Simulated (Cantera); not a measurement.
Feed: 1 mol B₂H₆, 32 mol H₂, held at 0.110 bar.

These are equilibrium values from Cantera (NASA tables, ideal gas, pure condensed phases), not measurements of a reactor. Candidate condensed phases: B; 7 gas species. The feed counts by its element totals alone. Gases not in the tables: B₂H₆ and higher boranes. The numbers say what is thermodynamically allowed, not how fast it happens.

Q: What share of the B ends up in condensed phases as a function of T (°C), at 1300, 1400, 1500, 1600, 1700, 1800, 1900, 2000, 2100, 2200?

A: 
| T (°C) | B condensed (%) | as |
|---|---|---|
| 1300 | 100.0 | B(s) |
| 1400 | 99.9 | B(s) |
| 1500 | 99.8 | B(s) |
| 1600 | 99.6 | B(s) |
| 1700 | 99.3 | B(s) |
| 1800 | 98.7 | B(s) |
| 1900 | 97.9 | B(s) |
| 2000 | 96.6 | B(s) |
| 2100 | 94.8 | B(l) |
| 2200 | 92.5 | B(l) |
